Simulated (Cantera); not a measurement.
# Reactions in the system H-N-Nb-O

Source: NASA polynomial tables (part measured, part estimated), evaluated in Cantera. Values are per mole of reaction as written; species without (g) are pure solids or liquids, kept so even where they would boil at 1 bar.

NbO₂ + 4 NH₃(g) → 12 H(g) + Nb + 2 N₂O(g)

| T (K) | ΔH° (kJ) | ΔS° (J/K) | ΔG° (kJ) | log10 K |
|---|---|---|---|---|
| 1298 | 3853.9 | 1188.8 | 2310.9 | -92.99 |
| 1448 | 3862.6 | 1195.1 | 2132.1 | -76.91 |
| 1598 | 3870.1 | 1200.1 | 1952.4 | -63.82 |
| 1748 | 3876.7 | 1204.0 | 1772.1 | -52.95 |
| 1898 | 3882.6 | 1207.2 | 1591.2 | -43.79 |
